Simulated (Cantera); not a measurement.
A closed system holds: 1 mol Fe(CO)5, 89 mol N2, equilibrated at 2.25 Torr.

These are equilibrium values from Cantera (NASA tables, ideal gas, pure condensed phases), not measurements of a reactor. Candidate condensed phases: C, Fe, Fe(CO)5, FeO, Fe2O3, Fe3O4; 27 gas species. Condensed phases not in the tables: cementite and carbon dissolved in iron. Equilibrium is a limit: real reactors are often held back by kinetics, nucleation or transport.

x: gas mole fraction; n: condensed amount in mol.

```tsv
T (K)	x N2	x CO	x CO2	x Fe	n C(graphite)	n Fe(α)
850	0.947	0.0528	0.000180	<1e-12	0.0170	1.00
875	0.947	0.0530	9.07e-5	<1e-12	0.00852	1.00
900	0.947	0.0531	4.72e-5	<1e-12	0.00444	1.00
925	0.947	0.0531	(withheld)	<1e-12	(withheld)	1.00
950	0.947	0.0532	1.42e-5	<1e-12	0.00133	1.00
975	0.947	0.0532	8.15e-6	1.41e-12	0.000766	1.00
1000	0.947	0.0532	4.81e-6	4.96e-12	0	1.00
1025	0.947	0.0532	(withheld)	(withheld)	0	1.00
1050	0.947	0.0532	1.81e-6	5.11e-11	0	1.00
1075	0.947	0.0532	1.15e-6	1.50e-10	0	1.00
1100	0.947	0.0532	7.49e-7	4.20e-10	0	1.00
1125	0.947	0.0532	4.96e-7	1.12e-9	0	1.00
1150	0.947	0.0532	3.35e-7	2.86e-9	0	1.00
```

**Question.** Fill in the missing entries.

**Answer.** 
- 1025, x CO2: 2.92e-6
- 1025, x Fe: 1.64e-11
- 925, x CO2: 2.55e-5
- 925, n C(graphite): 0.00239
